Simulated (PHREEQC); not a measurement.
PHREEQC input (Pitzer model, pitzer.dat):

```
SOLUTION 1
  temp 5
  units mol/kgw
  pH 7 charge
  S(6) 0.0088
  K 0.6316
  Cl 0.094
  C(4) 0.52
END
USE solution 1
INCREMENTAL_REACTIONS false
REACTION 1
  H2O -1
  0 9.886 18.011 24.689 30.178 34.689 38.397 41.444
  43.949 46.007 47.699 49.089 50.232 moles
EQUILIBRIUM_PHASES 1
  Arcanite 0 0
  Kalicinite 0 0
  Misenite 0 0
  Sylvite 0 0
SELECTED_OUTPUT 1
  -reset false
  -pH true
  -pe true
  -ionic_strength true
  -water true
  -activities H2O
  -totals C Cl K S
  -molalities H+ K+ Cl- CO3-2 SO4-2 OH- HCO3- CO2 HSO4-
  -equilibrium_phases Arcanite Kalicinite Misenite Sylvite
PRINT
  -reset false
END
```

Selected output (columns that matter, 13 of 13 rows; water left (kg) added in front):

```
water left (kg)	pH	mu	C	Cl	K	S	m_H+	m_K+	m_Cl-	m_SO4-2	m_OH-	m_HCO3-	la_H2O
1	8.1097	0.64763	0.52	0.094	0.6316	0.0088	1.3161e-08	0.6316	0.094	0.0088	3.252e-07	0.50554	-0.0086065
0.821896	8.083	0.78811	0.63268	0.11437	0.76847	0.010707	1.4406e-08	0.76847	0.11437	0.010707	3.041e-07	0.61481	-0.010401
0.675518	8.0544	0.95905	0.76978	0.13915	0.93499	0.013027	1.5824e-08	0.93499	0.13915	0.013027	2.8168e-07	0.7477	-0.012561
0.555209	8.0239	1.167	0.93658	0.16931	1.1376	0.01585	1.744e-08	1.1376	0.16931	0.01585	2.5799e-07	0.90937	-0.015157
0.45632	7.9913	1.4201	1.1396	0.206	1.3841	0.019285	1.928e-08	1.3841	0.206	0.019285	2.3316e-07	1.1061	-0.018267
0.375051	7.9565	1.728	1.3865	0.25063	1.684	0.023463	2.1368e-08	1.684	0.25063	0.023463	2.0745e-07	1.3455	-0.021976
0.308248	7.9196	2.1025	1.687	0.30495	2.049	0.028548	2.3722e-08	2.049	0.30495	0.028548	1.8121e-07	1.6371	-0.026373
0.253351	7.8806	2.5577	2.0525	0.37103	2.493	0.034734	2.6345e-08	2.493	0.37103	0.034734	1.5495e-07	1.9925	-0.031528
0.208218	7.8401	3.1112	2.4974	0.45145	3.0334	0.042263	2.9224e-08	3.0334	0.45145	0.042263	1.2926e-07	2.4263	-0.037471
0.171135	7.7987	3.7833	3.0385	0.54928	3.6907	0.051421	3.2313e-08	3.6907	0.54928	0.051421	1.0482e-07	2.9561	-0.044111
0.140642	7.7573	4.5996	3.6973	0.66837	4.4909	0.06257	3.5542e-08	4.4909	0.66837	0.06257	8.2317e-08	3.605	-0.051122
0.115585	7.7174	5.5897	4.4989	0.81326	5.4644	0.076135	3.881e-08	5.4644	0.81326	0.076135	6.2378e-08	4.4005	-0.057669
0.0949732	7.6809	6.7915	5.4752	0.98975	6.6503	0.092658	4.2025e-08	6.6503	0.98975	0.092658	4.5468e-08	5.3781	-0.061941
```

Constants without temperature data keep their 25 °C values here.
